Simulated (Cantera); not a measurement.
Feed: 1 mol AlCl3, 0.64 mol H2O, a varied amount of N2, held at 825 K and 0.0133 bar.

Equilibrium computed with Cantera from the NASA thermochemical tables; the gas is ideal and each condensed phase is pure. Candidate condensed phases: Al, AlCl3, AlN, Al2O3, H2O, NH4Cl; 45 gas species. Condensed phases not in the tables: AlOCl. The numbers say what is thermodynamically allowed, not how fast it happens.

Task: At 130 mol N2, list the 3 most abundant gas species with their mole fractions, and the condensed phases.

Result: N2 0.986, HCl 0.00971, AlCl3 0.00435. Condensed: Al2O3(s).
